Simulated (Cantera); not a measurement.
A perfectly stirred reactor is fed with 38.3 % CH4, 53.6 % CO2, 8.05 % H2, at 97.5 Torr; it is held at 1948 K, and followed from long to short residence time.

Detailed kinetics in Cantera: GRI-Mech 3.0 (53 species, 325 reactions).

x: mole fraction; the columns are a selection and need not sum to one.

```tsv
τ (s)	x CH4	x CO2	x H2	x CH2CO	x HO2	x CH3	x H
0.79	0.00514	0.0279	0.379	9.94e-6	4.83e-12	0.000442	[?]
0.31	0.00847	0.0379	0.352	2.41e-5	7.66e-12	0.000719	[?]
0.12	0.0137	0.0558	0.313	5.28e-5	1.30e-11	0.00114	[?]
0.050	0.0217	0.0839	0.275	9.39e-5	2.04e-11	0.00173	[?]
0.020	0.0373	0.134	0.245	0.000133	2.79e-11	0.00266	[?]
0.0079	0.0686	0.217	0.239	0.000126	3.00e-11	0.00411	[?]
0.0031	0.124	0.323	0.242	7.83e-5	2.49e-11	0.00611	[?]
0.0012	0.201	0.422	0.215	3.21e-5	1.64e-11	0.00830	[?]
0.00050	0.281	0.487	0.159	7.94e-6	9.87e-12	0.00947	[?]
0.00020	0.349	0.524	0.103	5.40e-7	5.64e-12	0.00790	[?]
```

Problem. Complete the blanks.

Solution. 
- 0.79, x H: 0.00165
- 0.31, x H: 0.00151
- 0.12, x H: 0.00133
- 0.050, x H: 0.00112
- 0.020, x H: 0.000914
- 0.0079, x H: 0.000764
- 0.0031, x H: 0.000655
- 0.0012, x H: 0.000513
- 0.00050, x H: 0.000338
- 0.00020, x H: 0.000162
